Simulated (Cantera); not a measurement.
Adiabatic ignition

An adiabatic, constant-pressure homogeneous reactor starts with H2 : O2 : N2 = 1 : 1.47 : 14.7 (molar parts), at 1125 K and 9000 Torr.

Detailed kinetics in Cantera: the H2/O2 subset of GRI-Mech 3.0, which has no nitrogen chemistry. The hydrogen kinetics of GRI-Mech 3.0 are dated; newer H2 mechanisms differ, most at raised pressure. The pressure lies above the range GRI-Mech 3.0 was tuned for (to about 10 atm).

| t (s) | T (K) | x H2 | x O2 | x H | x OH | x H2O | x HO2 | x H2O2 |
|---|---|---|---|---|---|---|---|---|
| 3.00e-6 | 1125 | 0.0582 | 0.0856 | 2.54e-10 | 4.58e-11 | 1.45e-9 | 6.53e-9 | 1.90e-11 |
| 8.88e-6 | 1125 | 0.0582 | 0.0856 | 2.68e-10 | 4.89e-11 | 5.40e-9 | 2.11e-8 | 1.86e-10 |
| 2.63e-5 | 1125 | 0.0582 | 0.0856 | 3.05e-10 | 5.78e-11 | 1.84e-8 | 6.56e-8 | 1.65e-9 |
| 7.77e-5 | 1125 | 0.0582 | 0.0856 | 4.70e-10 | 1.05e-10 | 7.54e-8 | 2.15e-7 | 1.35e-8 |
| 0.000230 | 1125 | 0.0582 | 0.0856 | 1.58e-9 | 4.58e-10 | 6.09e-7 | 9.91e-7 | 1.19e-7 |
| 0.000681 | 1125 | 0.0582 | 0.0856 | 4.12e-8 | 1.59e-8 | 2.80e-5 | 1.53e-5 | 5.38e-6 |
| 0.00201 | 1551 | 3.41e-7 | 0.0582 | 6.88e-9 | 4.28e-5 | 0.0600 | 1.73e-7 | 1.83e-8 |
| 0.00596 | 1551 | 2.64e-7 | 0.0582 | 4.74e-9 | 3.63e-5 | 0.0600 | 1.52e-7 | 1.38e-8 |
| 0.0176 | 1551 | 2.64e-7 | 0.0582 | 4.74e-9 | 3.63e-5 | 0.0600 | 1.52e-7 | 1.38e-8 |
| 0.0522 | 1551 | 2.64e-7 | 0.0582 | 4.74e-9 | 3.63e-5 | 0.0600 | 1.52e-7 | 1.38e-8 |
| 0.154 | 1551 | 2.64e-7 | 0.0582 | 4.74e-9 | 3.63e-5 | 0.0600 | 1.52e-7 | 1.38e-8 |
| 0.457 | 1551 | 2.64e-7 | 0.0582 | 4.74e-9 | 3.63e-5 | 0.0600 | 1.52e-7 | 1.38e-8 |
| 1.35 | 1551 | 2.64e-7 | 0.0582 | 4.74e-9 | 3.63e-5 | 0.0600 | 1.52e-7 | 1.38e-8 |
| 4.00 | 1551 | 2.64e-7 | 0.0582 | 4.74e-9 | 3.63e-5 | 0.0600 | 1.52e-7 | 1.38e-8 |
x: mole fraction; the columns are a selection and need not sum to one.

time of steepest temperature rise: 1.44 ms
temperature at 4.00 s: 1551 K
equilibrium temperature: 1551 K
x(H2) at 4.00 s: 2.64e-7 (gas-phase equilibrium 2.64e-7)
x(O2) at 4.00 s: 0.0582 (gas-phase equilibrium 0.0582)
x(H) at 4.00 s: 4.74e-9 (gas-phase equilibrium 4.74e-9)
